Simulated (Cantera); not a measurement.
Input: 1 mol Si3N4, 0.0045 mol H2O, 100 mol H2, at 0.0570 bar.

Cantera equilibrium calculation (NASA polynomials, part measured and part estimated; ideal gas, pure solids and liquids). Candidate condensed phases: H2O, Si, SiO2, Si2N2O, Si3N4; 35 gas species. Mutual solubility and eutectic melting of coexisting phases are not modelled. Gases not in the tables: Si2H6 and higher silanes. The numbers say what is thermodynamically allowed, not how fast it happens.

log p: log10 of the partial pressure in bar; n: condensed amount in mol.

```tsv
T (°C)	log p H2	log p N2	log p H	log p SiO	log p Si	n Si(s)	n Si2N2O(s)	n Si3N4(s)	n Si(l)
1225	-1.24	-4.34	-5.39	-6.08	-8.00	0.117	0.00305	0.958	0
1250	-1.24	-4.13	-5.26	-5.82	-7.74	0.191	0.00186	0.934	0
1275	-1.25	-3.93	-5.13	-5.59	-7.50	0.307	0	0.896	0
1300	-1.25	-3.73	-5.01	-5.59	-7.26	0.487	0	0.836	0
1325	-1.25	-3.54	-4.90	-5.59	-7.03	0.759	0	0.745	0
1350	-1.25	___	___	-5.59	___	___	0	___	0
1375	-1.25	___	___	-5.60	___	___	0	___	0
1400	-1.25	-3.00	-4.57	-5.60	-6.38	2.66	0	0.111	0
1425	-1.25	-2.95	-4.47	-5.60	-6.18	0	0	0	2.99
1450	-1.25	-2.95	-4.37	-5.60	-6.01	0	0	0	2.99
1475	-1.25	-2.95	-4.27	-5.60	-5.84	0	0	0	2.99
1500	-1.25	-2.95	-4.17	-5.60	-5.67	0	0	0	2.99
```

Q: Fill in the missing entries.

A: 
- 1375, log p N2: -3.18
- 1375, log p H: -4.68
- 1375, log p Si: -6.59
- 1375, n Si(s): 1.77
- 1375, n Si3N4(s): 0.407
- 1350, log p N2: -3.35
- 1350, log p H: -4.78
- 1350, log p Si: -6.81
- 1350, n Si(s): 1.17
- 1350, n Si3N4(s): 0.609
